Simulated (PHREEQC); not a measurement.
Na3PO4 is added in steps, without added water, to 1 kg of water holding 0.0092 mol/kgw H2SO4 and 0.00023 mol/kgw CO2, at 25 °C. Oxygen is held at 0.21 atm. The system is closed to CO2. Solids allowed: Mirabilite, Nahcolite, Natron. Others were left out.

Base run: PHREEQC, ion-association model, wateq4f.dat. Each further column changes one thing. The table gives pH.

```json
[
 {"Na3PO4 added (mol)": "0", "base": "1.90", "temperature from 25 to 80 °C": "1.98", "temperature from 25 to 85 °C": "1.99", "H2SO4 from 0.0092 to 0.0046 mol/kgw": "?", "no solid may form": "1.90"},
 {"Na3PO4 added (mol)": "0.00138", "base": "2.00", "temperature from 25 to 80 °C": "2.12", "temperature from 25 to 85 °C": "2.13", "H2SO4 from 0.0092 to 0.0046 mol/kgw": "?", "no solid may form": "2.00"},
 {"Na3PO4 added (mol)": "0.00276", "base": "2.12", "temperature from 25 to 80 °C": "2.27", "temperature from 25 to 85 °C": "2.29", "H2SO4 from 0.0092 to 0.0046 mol/kgw": "?", "no solid may form": "2.12"},
 {"Na3PO4 added (mol)": "0.00414", "base": "2.27", "temperature from 25 to 80 °C": "2.45", "temperature from 25 to 85 °C": "2.47", "H2SO4 from 0.0092 to 0.0046 mol/kgw": "3.32", "no solid may form": "2.27"},
 {"Na3PO4 added (mol)": "0.00506", "base": "2.38", "temperature from 25 to 80 °C": "2.59", "temperature from 25 to 85 °C": "2.61", "H2SO4 from 0.0092 to 0.0046 mol/kgw": "?", "no solid may form": "2.38"},
 {"Na3PO4 added (mol)": "0.00644", "base": "2.61", "temperature from 25 to 80 °C": "2.83", "temperature from 25 to 85 °C": "2.86", "H2SO4 from 0.0092 to 0.0046 mol/kgw": "?", "no solid may form": "2.61"},
 {"Na3PO4 added (mol)": "0.00782", "base": "2.96", "temperature from 25 to 80 °C": "3.20", "temperature from 25 to 85 °C": "3.23", "H2SO4 from 0.0092 to 0.0046 mol/kgw": "?", "no solid may form": "2.96"},
 {"Na3PO4 added (mol)": "0.0092", "base": "4.70", "temperature from 25 to 80 °C": "4.77", "temperature from 25 to 85 °C": "4.78", "H2SO4 from 0.0092 to 0.0046 mol/kgw": "8.53", "no solid may form": "4.70"}
]
```

### Question
Complete the blanks.

### Answer

- 0, H2SO4 from 0.0092 to 0.0046 mol/kgw: 2.16
- 0.00138, H2SO4 from 0.0092 to 0.0046 mol/kgw: 2.36
- 0.00276, H2SO4 from 0.0092 to 0.0046 mol/kgw: 2.65
- 0.00506, H2SO4 from 0.0092 to 0.0046 mol/kgw: 6.30
- 0.00644, H2SO4 from 0.0092 to 0.0046 mol/kgw: 7.07
- 0.00782, H2SO4 from 0.0092 to 0.0046 mol/kgw: 7.57

H3PO4, which wateq4f.dat lacks, is added to it with the constant of phreeqc.dat. At this temperature some constants are extrapolated from 25 °C, and those without enthalpy data are left unchanged.
